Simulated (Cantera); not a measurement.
Input: 1 mol V, 0.022 mol O₂, 6.7 mol N₂O, at 2373 K and 13300 Pa.

These are equilibrium values from Cantera (NASA tables, ideal gas, pure condensed phases), not measurements of a reactor. Candidate condensed phases: V, VN, VO, V₂O₃, V₂O₄, V₂O₅; 13 gas species. The numbers say what is thermodynamically allowed, not how fast it happens.

Base state: N₂ 0.654, O₂ 0.221, VO₂ 0.0988, NO 0.0170, O 0.00965, VO 2.10e-5 (mole fractions); condensed: gas only.

### Question
What changes in the equilibrium state with this change: pressure from 13300 Pa to 2600 Pa?

### Answer
```tsv
species	before	after
N₂	0.654	0.650
O₂	0.221	0.214
VO₂	0.0988	0.0982
O	0.00965	0.0215
NO	0.0170	0.0167
VO	2.10e-5	4.81e-5
```
